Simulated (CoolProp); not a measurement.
Computed with CoolProp (reference Helmholtz-energy equation of state, Platzer 1990). This equation is an older, rougher fit.

For R13, give the phase and the cp (kJ/(kg K)), speed of sound (m/s), Joule-Thomson coefficient (K/MPa), viscosity (µPa s) at 49.05 °C and 81.1 kPa; 49.05 °C and 292 kPa; 49.05 °C and 1990 kPa.


- 49.05 °C and 81.1 kPa: gas; cp 0.671, speed of sound 170, Joule-Thomson coefficient 9.07, viscosity 15.4
- 49.05 °C and 292 kPa: gas; cp 0.680, speed of sound 168, Joule-Thomson coefficient 9.18, viscosity 15.4
- 49.05 °C and 1990 kPa: gas; cp 0.789, speed of sound 151, Joule-Thomson coefficient 10.2, viscosity 16.2

Viscosity comes from a separate model (Huber 2003), an estimate that may be off by 10 % or more.
